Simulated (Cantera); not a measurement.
A closed system holds: 1 mol CH₂F₂, 2.3 mol F₂, held at 3473.15 K and 50.0 Pa.

These are equilibrium values from Cantera (NASA tables, ideal gas, pure condensed phases), not measurements of a reactor. Candidate condensed phases: C, C₆H₆, C₇H₈, C₈H₁₈; 95 gas species. Equilibrium is a limit: real reactors are often held back by kinetics, nucleation or transport.

Base state: F 0.683, H 0.196, C 0.0977, HF 0.0167, CF 0.00362, C₂ 0.00208, C₃ 0.000371, H₂ 6.25e-5 (mole fractions); condensed: gas only.

### Question
What changes in the equilibrium state with this change: temperature from 3473.15 K to 2850 K?

### Answer
| species | before | after |
|---|---|---|
| F | 0.683 | 0.640 |
| HF | 0.0167 | 0.246 |
| H | 0.196 | 0.0337 |
| C | 0.0977 | 0.0139 |
| C₃ | 0.000371 | 0.0272 |
| CF | 0.00362 | 0.0329 |
| C₅ | 9.22e-9 | 0.000118 |
| CF₂ | 3.70e-6 | 0.00166 |

### Question
What changes in the equilibrium state with this change: F₂ from 2.3 to 0.84 mol?

### Answer
```
species    before     after
-------  --------  --------
F           0.683     0.544
H           0.196     0.289
C          0.0977     0.139
HF         0.0167    0.0196
C₂H       4.80e-6   1.42e-5
C₃       0.000371   0.00106
H₂        6.25e-5  0.000135
C₂        0.00208   0.00419
```

### Question
What changes in the equilibrium state with this change: temperature from 3473.15 K to 2548 K?

### Answer
| species | before | after |
|---|---|---|
| F | 0.683 | 0.649 |
| HF | 0.0167 | 0.305 |
| CF | 0.00362 | 0.0245 |
| H | 0.196 | 0.00212 |
| C | 0.0977 | 0.000636 |
| CF₂ | 3.70e-6 | 0.0172 |
| CF₃ | <1e-9 | 1.12e-5 |
| H₂ | 6.25e-5 | 2.35e-6 |
| C(graphite), mol | 0 | 0.681 |
